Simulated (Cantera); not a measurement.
Feed: 1 mol SrCl₂, 0.089 mol O₂, 0.2 mol N₂, equilibrated at 1552 °C and 1000 Pa.

Equilibrium computed with Cantera from the NASA thermochemical tables; the gas is ideal and each condensed phase is pure. Candidate condensed phases: Sr, SrCl₂, SrO; 16 gas species. Condensed phases not in the tables: oxide chlorides. Kinetics and transport are ignored.

Base state: SrCl₂ 0.767, N₂ 0.154, O₂ 0.0649, Cl 0.0127, NO 0.00111, O 0.000391, SrCl 5.18e-5, Cl₂ 1.27e-5 (mole fractions); condensed: SrO(s).

Q: What changes in the equilibrium state with this change: temperature from 1552 °C to 1475 °C?

A: 
```json
[
 {"species": "SrCl₂", "before": "0.767", "after": "0.769"},
 {"species": "N₂", "before": "0.154", "after": "0.154"},
 {"species": "O₂", "before": "0.0649", "after": "0.0658"},
 {"species": "Cl", "before": "0.0127", "after": "0.0101"},
 {"species": "SrCl", "before": "5.18e-5", "after": "1.65e-5"},
 {"species": "O", "before": "0.000391", "after": "0.000188"},
 {"species": "Cl₂", "before": "1.27e-5", "after": "1.68e-5"},
 {"species": "NO", "before": "0.00111", "after": "0.000858"},
 {"species": "SrO(s), mol", "before": "0.00817", "after": "0.00652"}
]
```
